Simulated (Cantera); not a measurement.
A freely propagating, adiabatic, planar premixed flame of H2 : O2 : N2 = 1 : 0.25 : 0.94 (molar parts), equivalence ratio 2.0, unburnt at 500 K and 250000 Pa; mixture-averaged transport, grid criteria slope 0.08 and curve 0.16, no radiation.

Computed with Cantera and the H2/O2 subset of GRI-Mech 3.0, which has no nitrogen chemistry. The hydrogen kinetics of GRI-Mech 3.0 are dated; newer H2 mechanisms differ, most at raised pressure. Burning velocities carry a grid error of a few per cent, more on coarse grids.

### Question
What does this change do: N2 0.94 to 1.2 parts?

### Answer
```tsv
quantity	before	after
laminar burning velocity	686 cm/s	543 cm/s
thermal thickness	0.127 mm	0.131 mm
peak x(H)	0.0667	0.0518
peak x(O)	0.00301	0.00221
peak x(OH)	0.00439	0.00282
peak x(H2O2)	4.57e-5	4.38e-5
```

### Question
What does this change do: inlet temperature 500 to 675 K?

### Answer
```tsv
quantity	before	after
laminar burning velocity	686 cm/s	1180 cm/s
thermal thickness	0.127 mm	0.147 mm
peak x(H)	0.0667	0.0807
peak x(O)	0.00301	0.00392
peak x(OH)	0.00439	0.00602
peak x(H2O2)	4.57e-5	1.39e-5
```

### Question
What does this change do: 0.14 parts H2O added?

### Answer
```json
[
 {"quantity": "laminar burning velocity", "before": "686 cm/s", "after": "586 cm/s"},
 {"quantity": "thermal thickness", "before": "0.127 mm", "after": "0.119 mm"},
 {"quantity": "peak x(H)", "before": "0.0667", "after": "0.0511"},
 {"quantity": "peak x(O)", "before": "0.00301", "after": "0.00220"},
 {"quantity": "peak x(OH)", "before": "0.00439", "after": "0.00394"},
 {"quantity": "peak x(H2O2)", "before": "4.57e-5", "after": "5.57e-5"}
]
```
